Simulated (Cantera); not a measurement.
Feed: 1 mol trisilylamine, 0.34 mol NH3, 2.3 mol N2, at 1200 K and 8.10 mbar.

Cantera equilibrium calculation (NASA polynomials, part measured and part estimated; ideal gas, pure solids and liquids). Candidate condensed phases: Si, Si3N4; 18 gas species. The feed counts by its element totals alone. Equilibrium is a limit: real reactors are often held back by kinetics, nucleation or transport.

Base state: H2 0.838, N2 0.162 (mole fractions); condensed: Si3N4(s).

What changes in the equilibrium state with this change: temperature from 1200 K to 1850 K?


```
species         before     after
-------------  -------  --------
H2               0.838     0.623
N2               0.162     0.371
H              2.01e-6   0.00473
Si               <1e-9  0.000796
SiH              <1e-9   5.61e-5
SiH2             <1e-9   2.63e-5
Si2N             <1e-9   2.55e-5
SiN              <1e-9   1.67e-5
Si3N4(s), mol     1.00         0
Si(l), mol           0      2.99
```
The tables' values for SiN are old estimates; treat these amounts as uncertain. Gases not in the tables: Si2H6 and higher silanes.
